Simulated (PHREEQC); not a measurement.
0.78 g of hydrous ferric oxide (600 m²/g; 0.2 weak and 0.005 strong sites per Fe, Dzombak-Morel constants, diffuse double layer) in 1 kg of water with 0.01 mol/kgw of an inert sodium salt and 1.8e-05 mol CuCl2, 0.0011 mol SrCl2 and 5.9e-06 mol H3BO3, at 25 °C; the pH is set by adding NaOH or the inert anion's acid. O2 is buffered at 0.21 atm. No CO2 enters from the air. Precipitation was switched off in this run.

The series has 17 steps of pH, from 4 to 10.

Computed with PHREEQC (ion-association model, wateq4f.dat).

### Question
Near which pH is half of the Cu sorbed, and on which side is more sorbed?

### Answer
Near pH 4.6, with more sorbed at higher pH.

### Question
Near which pH is half of the Sr sorbed, and on which side is more sorbed?

### Answer
Near pH 9.5, with more sorbed at higher pH.

Species that the database lacks are ignored. The database's constant for dissolved Cu(OH)2 is higher than later reviews accept.
